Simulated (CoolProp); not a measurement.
Hexamethyldisiloxane (MM) at 293.15 K and 1.16 MPa is throttled through a valve to 0.641 MPa with no heat exchange. Each further row changes one setting.

Values from CoolProp's reference Helmholtz-energy equation of state, Thol 2016.

```json
[
 {"case": "as stated", "temperature change (K)": "[?]", "final density (kg/m³)": "766"},
 {"case": "outlet pressure 0.192 MPa", "temperature change (K)": "[?]", "final density (kg/m³)": "[?]"},
 {"case": "outlet pressure 0.833 MPa", "temperature change (K)": "+0.1", "final density (kg/m³)": "766"}
]
```

**Question.** What belongs in the gaps?

**Answer.** 
- as stated, temperature change (K): +0.2
- outlet pressure 0.192 MPa, temperature change (K): +0.4
- outlet pressure 0.192 MPa, final density (kg/m³): 765
